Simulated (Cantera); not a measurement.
A perfectly stirred reactor is fed with CH3OH : O2 : N2 = 1 : 1.07 : 8.36 (molar parts), equivalence ratio 1.4, at 1580 Torr; it is adiabatic with a 598 K inlet, and is followed from long to short residence time, starting on the burning branch (τ in s: 0.066, 0.034, 0.017, 0.0089, 0.0045, 0.0023, 0.0012, 0.00061, 0.00031, 0.00016, 8.2e-05, 4.2e-05).

Cantera simulation using GRI-Mech 3.0 (53 species, 325 reactions); the numbers are that mechanism's predictions, not measurements. GRI-Mech 3.0 was tuned for natural gas; its chemistry of methanol as a main component is partial and can be far from experiment.

**Question.** What does this change do: 0.22 parts H2 added?

**Answer.** 
```csv
quantity,before,after
"blow-out, bracketed by the residence times tried","burning at 0.310 ms, out at 0.160 ms","burning at 0.310 ms, out at 0.160 ms"
x(CH3OH) at τ = 66.0 ms,2.85e-6,3.16e-6
x(O2) at τ = 66.0 ms,8.96e-5,9.00e-5
x(C2H2) at τ = 66.0 ms,4.31e-8,1.78e-7
x(CO) at τ = 66.0 ms,0.0404,0.0453
x(HCO) at τ = 66.0 ms,1.21e-7,1.30e-7
x(CH3OH) at τ = 1.20 ms,4.92e-5,6.27e-5
x(O2) at τ = 1.20 ms,0.00150,0.00170
x(C2H2) at τ = 1.20 ms,2.30e-6,6.98e-6
x(CO) at τ = 1.20 ms,0.0426,0.0481
x(HCO) at τ = 1.20 ms,3.01e-6,3.12e-6
```

**Question.** What does this change do: pressure from 1580 Torr to 503 Torr?

**Answer.** 
| quantity | before | after |
|---|---|---|
| blow-out, bracketed by the residence times tried | burning at 0.310 ms, out at 0.160 ms | burning at 0.610 ms, out at 0.310 ms |
| x(CH3OH) at τ = 66.0 ms | 2.85e-6 | 3.19e-6 |
| x(O2) at τ = 66.0 ms | 8.96e-5 | 0.000160 |
| x(C2H2) at τ = 66.0 ms | 4.31e-8 | 3.14e-8 |
| x(CO) at τ = 66.0 ms | 0.0404 | 0.0401 |
| x(HCO) at τ = 66.0 ms | 1.21e-7 | 2.17e-7 |
| x(CH3OH) at τ = 1.20 ms | 4.92e-5 | 9.09e-5 |
| x(O2) at τ = 1.20 ms | 0.00150 | 0.00309 |
| x(C2H2) at τ = 1.20 ms | 2.30e-6 | 3.21e-6 |
| x(CO) at τ = 1.20 ms | 0.0426 | 0.0448 |
| x(HCO) at τ = 1.20 ms | 3.01e-6 | 7.78e-6 |

**Question.** What does this change do: N2 8.36 to 5.8 parts?

**Answer.** 
```
quantity                                                                        before                               after
------------------------------------------------  ------------------------------------  ----------------------------------
blow-out, bracketed by the residence times tried  burning at 0.310 ms, out at 0.160 ms  burning at 82.0 µs, out at 42.0 µs
x(CH3OH) at τ = 66.0 ms                                                        2.85e-6                             1.80e-6
x(O2) at τ = 66.0 ms                                                           8.96e-5                             7.70e-5
x(C2H2) at τ = 66.0 ms                                                         4.31e-8                             5.23e-9
x(CO) at τ = 66.0 ms                                                            0.0404                              0.0563
x(HCO) at τ = 66.0 ms                                                          1.21e-7                             1.02e-7
x(CH3OH) at τ = 1.20 ms                                                        4.92e-5                             2.29e-5
x(O2) at τ = 1.20 ms                                                           0.00150                             0.00114
x(C2H2) at τ = 1.20 ms                                                         2.30e-6                             1.88e-7
x(CO) at τ = 1.20 ms                                                            0.0426                              0.0565
x(HCO) at τ = 1.20 ms                                                          3.01e-6                             2.38e-6
```
